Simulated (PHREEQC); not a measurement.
Consider water at 25 °C with 0.081 mol NaH2PO4, 0.0052 mol KOH and 0.045 mol NaCl per kg of water. Closed to the air; pH follows from the charge balance.

All values are PHREEQC results (ion-association model, phreeqc.dat), not measurements.

```tsv
quantity	before	after
pH	5.66	11.62
ionic strength (mol/kgw)	0.136	0.0502
SI of Halite (NaCl)	-4.06	-4.44
```

What was changed between the two runs?
(A) KOH from 0.0052 to 0.0078 mol/kgw
(B) NaH2PO4 from 0.081 to 0.0162 mol/kgw
(C) KOH left out
(D) NaH2PO4 left out

D, NaH2PO4 left out

No solid was allowed to form.
